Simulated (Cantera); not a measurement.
## Moist CO burnout

An isothermal, constant-pressure homogeneous reactor starts with CO : O₂ : H₂O : N₂ = 0.0015 : 0.0053 : 0.012 : 1 (molar parts), equivalence ratio 0.14, at 900 K and 0.109 atm.

Model: GRI-Mech 3.0 (53 species, 325 reactions), integrated in Cantera.

| t (s) | x CO | x O₂ | x H₂O | x HO₂ | x NO | x H₂O₂ | x N₂O |
|---|---|---|---|---|---|---|---|
| 7.00e-5 | 0.00147 | 0.00520 | 0.0118 | <1e-12 | <1e-12 | <1e-12 | <1e-12 |
| 0.000382 | 0.00147 | 0.00520 | 0.0118 | <1e-12 | <1e-12 | <1e-12 | <1e-12 |
| 0.00208 | 0.00147 | 0.00520 | 0.0118 | <1e-12 | <1e-12 | <1e-12 | <1e-12 |
| 0.0114 | 0.00147 | 0.00520 | 0.0118 | <1e-12 | <1e-12 | <1e-12 | <1e-12 |
| 0.0620 | 0.00147 | 0.00520 | 0.0118 | 2.76e-12 | <1e-12 | <1e-12 | <1e-12 |
| 0.338 | 0.00147 | 0.00520 | 0.0118 | 1.46e-8 | <1e-12 | 5.01e-12 | <1e-12 |
| 1.85 | 0.000306 | 0.00463 | 0.0118 | 2.96e-7 | 7.86e-10 | 1.75e-8 | 8.56e-9 |
| 10.1 | 1.21e-5 | 0.00448 | 0.0118 | 4.93e-8 | 8.16e-10 | 5.07e-9 | 1.29e-8 |
| 55.0 | 2.63e-7 | 0.00447 | 0.0118 | 1.49e-9 | 8.01e-10 | 3.52e-10 | 1.35e-8 |
| 300 | 3.52e-9 | 0.00447 | 0.0118 | 4.17e-11 | 8.42e-10 | 2.10e-11 | 1.36e-8 |
x: mole fraction; the columns are a selection and need not sum to one.

Equilibrium at this temperature and pressure: CO <1e-12, O₂ 0.00447, H₂O 0.0118, HO₂ 1.74e-12, NO 1.51e-6, H₂O₂ <1e-12, N₂O 5.16e-11 (gas phase only).
